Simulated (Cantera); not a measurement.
Input: 1 mol Si, 0.87 mol Br2, held at 900 K and 8.20 Pa.

These are equilibrium values from Cantera (NASA tables, ideal gas, pure condensed phases), not measurements of a reactor. The tables' values for SiBr3 are old estimates; treat these amounts as uncertain. Equilibrium is a limit: real reactors are often held back by kinetics, nucleation or transport.

```tsv
species	before	after
SiBr2	0.0256	0.730
Br	9.93e-6	0.258
SiBr	<1e-9	0.00911
SiBr4	0.968	1.69e-5
Si	<1e-9	0.00191
Br2	3.37e-9	1.82e-5
SiBr3	0.00654	0.000982
Si(s), mol	0.559	0.254
```
Gas species are given as mole fractions.

Which change was made?
(A) temperature from 900 K to 1623.15 K
(B) pressure from 8.20 Pa to 0.100 bar
(C) pressure from 8.20 Pa to 40.0 mbar
(D) Br2 from 0.87 to 7.4 mol

A, temperature from 900 K to 1623.15 K. The tables' values for SiBr, SiBr3 are old estimates; treat these amounts as uncertain
